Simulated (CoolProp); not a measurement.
Saturation properties of R11.

Computed with CoolProp (reference Helmholtz-energy equation of state, Jacobsen 1992).

```tsv
T (K)	p (kPa)	liquid cp (kJ/(kg K))	surface tension (mN/m)	liquid viscosity (µPa s)	vapour viscosity (µPa s)
228.2	3.712	0.8292	27.2	1030	7.81
234.8	5.632	0.8332	26.3	932	8.03
241.5	8.370	0.8373	25.4	843	8.26
248.1	?	0.8415	24.4	769	8.49
254.8	17.11	0.8458	?	704	?
261.5	23.75	0.8504	22.6	647	8.94
268.1	32.21	0.8552	21.7	598	9.16
274.8	43.13	0.8603	20.9	554	9.38
281.5	56.82	0.8657	20.0	515	9.60
288.1	73.49	0.8714	19.1	480	9.81
294.8	94.14	0.8776	?	448	10.0
301.4	118.7	0.8840	17.4	420	10.2
308.1	148.4	0.8909	16.5	393	10.5
314.8	183.6	0.8983	15.7	369	10.7
```

Task: Some entries are withheld; supply them.

Result: 
- 248.1, p (kPa): 12.07
- 254.8, surface tension (mN/m): 23.5
- 254.8, vapour viscosity (µPa s): 8.71
- 294.8, surface tension (mN/m): 18.2

It boils at 296.9 K under 1 atm.

Viscosity comes from a separate model (Klein 1997), an estimate that may be off by 10 % or more. Surface tension comes from a separate correlation (Mulero 2012).
